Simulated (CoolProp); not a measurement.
Vapour-liquid equilibrium of R22 (1) + R115 (2) at 258.9 K; x and y are mole fractions of (1).

Values from CoolProp's multi-fluid Helmholtz-energy mixture model, Kamei 1995 and Lemmon 2016; pair parameters Bell 2016.

```
x      bubble pressure (kPa)  y at the bubble point  dew pressure at overall composition x (kPa)  liquid density (mol/L)
-----  ---------------------  ---------------------  -------------------------------------------  ----------------------
0.05                   296.3                  0.112                                        283.6                   9.586
0.125                  318.8                  0.222                                        298.9                   9.852
0.2                    332.8                  0.297                                   (withheld)                   10.14
0.275                  341.6                  0.354                                        328.9              (withheld)
0.35                   347.1             (withheld)                                        341.1                   10.82
0.425                  350.1                  0.451                                        348.7                   11.20
0.5                    351.0                  0.498                                        350.9                   11.61
0.575                  349.8             (withheld)                                        348.6                   12.06
0.65                   346.6                  0.606                                   (withheld)                   12.55
0.725                  341.2                  0.670                                        335.7                   13.07
0.8                    333.7                  0.744                                        327.4              (withheld)
0.875             (withheld)                  0.829                                        318.8                   14.24
0.95              (withheld)                  0.927                                        310.1                   14.90
```

### Question
Fill in the missing entries.

### Answer

- 0.2, dew pressure at overall composition x (kPa): 314.3
- 0.275, liquid density (mol/L): 10.47
- 0.35, y at the bubble point: 0.404
- 0.575, y at the bubble point: 0.549
- 0.65, dew pressure at overall composition x (kPa): 343.0
- 0.8, liquid density (mol/L): 13.64
- 0.875, bubble pressure (kPa): 324.0
- 0.95, bubble pressure (kPa): 312.7

y crosses x between x = 0.425 and 0.5: the model has an azeotrope there.

The pair parameters rest on a limited set of measurements; away from them the model extrapolates.
